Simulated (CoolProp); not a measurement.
Aqueous sodium chloride as a coolant, at 11 °C, 1 atm.

Computed with CoolProp (Melinder's fits for secondary coolants).

```tsv
mass %	freezing point (°C)	density (kg/m³)	viscosity (mPa s)	cp (kJ/(kg K))	conductivity (W/(m K))
1.7	-1.0	1012	…	4.092	0.581
3.2	-1.9	…	1.33	4.010	0.580
4.7	-2.9	1034	1.36	3.935	0.578
6.3	-3.9	…	1.40	3.860	0.577
7.8	-4.9	1057	…	3.795	0.576
9.4	…	1069	1.48	3.731	0.575
10.9	-7.3	…	1.53	3.675	…
12.5	-8.6	1093	1.58	3.620	0.572
14	-9.9	1104	1.64	3.571	0.570
15.5	-11.4	1116	1.70	3.525	0.569
17.1	-13.1	1129	1.78	…	0.567
18.6	-14.8	1141	1.85	3.437	0.566
```

Question: Some entries are withheld; supply them.

Answer: 
- 1.7, viscosity (mPa s): 1.30
- 3.2, density (kg/m³): 1023
- 6.3, density (kg/m³): 1046
- 7.8, viscosity (mPa s): 1.44
- 9.4, freezing point (°C): -6.1
- 10.9, density (kg/m³): 1080
- 10.9, conductivity (W/(m K)): 0.573
- 17.1, cp (kJ/(kg K)): 3.478
